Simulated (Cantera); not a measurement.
Cantera run:

```python
import numpy as np
import cantera as ct

gas_names = """
    H H2 H2S S SH S2 S8
""".split()
cond_names = """
    S(cr1) S(cr2) S(L)
""".split()


# ... load() reads the species with a 1 bar reference pressure and builds the phases ...
atoms = {
    'S': {'S': 1},
    'H2': {'H': 2},
}
top_T = {}  # K; cautious upper limits of use, not melting points


# ... equilibrate(T, P, feed) seeds the gas with the atoms and calls Mixture.equilibrate('TP', solver="vcs", rtol=1e-11, max_steps=5000) ...
results = []
feed = {'S': 1, 'H2': 10}  # mol
P = 7400000  # Pa
for T in [1750, 1825, 1900, 1975, 2050, 2125, 2200]:
    mix = equilibrate(T, P, feed)
    results.append((T, P, feed, dict(zip(mix.species_names, mix.species_moles))))

top = {s: max(r[3][s] / sum(r[3][g] for g in gas_names) for r in results) for s in gas_names}
cols = sorted((s for s in top if top[s] > 1e-06), key=lambda s: -top[s])[:6]
seen = [c for c in cond_names if any(r[3].get(c, 0) > 1e-12 for r in results)]
print("log10 of partial pressures in bar; condensed amounts in mol")
print(f"{'T/K':>10s}" + "".join(f"{s[:9]:>10s}" for s in cols + seen))
for T, P, feed, n in results:
    ng = sum(n[g] for g in gas_names)
    print(f"{T:10.4g}" + "".join(f"{np.log10(max(n[s] / ng * P / 1e5, 1e-99)):10.3f}" for s in cols)
          + "".join(f"{n.get(c, 0):10.4g}" for c in seen))
```

Result:

```
log10 of partial pressures in bar; condensed amounts in mol
       T/K        H2       H2S        SH        S2         H         S
      1750     1.824     0.867    -1.576    -2.132    -2.722    -4.376
      1825     1.824     0.865    -1.376    -1.913    -2.444    -3.999
      1900     1.824     0.863    -1.192    -1.713    -2.189    -3.653
      1975     1.824     0.860    -1.024    -1.530    -1.952    -3.335
      2050     1.824     0.855    -0.869    -1.364    -1.732    -3.041
      2125     1.824     0.849    -0.727    -1.213    -1.528    -2.769
      2200     1.824     0.842    -0.597    -1.076    -1.337    -2.518
```

Equilibrium computed with Cantera from the NASA thermochemical tables; the gas is ideal and each condensed phase is pure. The ideal-gas law is rough above about 30 bar.
